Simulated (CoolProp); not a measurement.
Properties of trans-2-butene along the isotherm 211.95 °C (Tc = 155.5 °C, pc = 4.019 MPa, ω = 0.210).

The numbers come from the reference Helmholtz-energy equation of state, Lemmon 2005 in CoolProp. It is a short technical equation, of lower accuracy than the large ones.

```tsv
p (MPa)	phase	cv (kJ/(kg K))	speed of sound (m/s)	expansivity (1/kK)
0.126	gas	2.091	275.8	2.112
0.251	gas	2.093	274.1	2.165
0.377	gas	2.096	272.3	2.220
0.502	gas	2.098	270.6	2.276
0.628	gas	2.101	268.8	2.336
0.754	gas	2.103	267.0	2.397
0.879	gas	2.106	265.2	2.461
1	gas	2.108	263.5	2.526
1.13	gas	2.111	261.6	2.598
1.26	gas	2.114	259.7	2.673
1.38	gas	2.116	257.9	2.746
1.51	gas	2.119	256.0	2.828
1.63	gas	2.122	254.2	2.907
1.76	gas	2.125	252.2	2.997
1.88	gas	2.128	250.4	3.083
2.01	gas	2.131	248.4	3.181
```
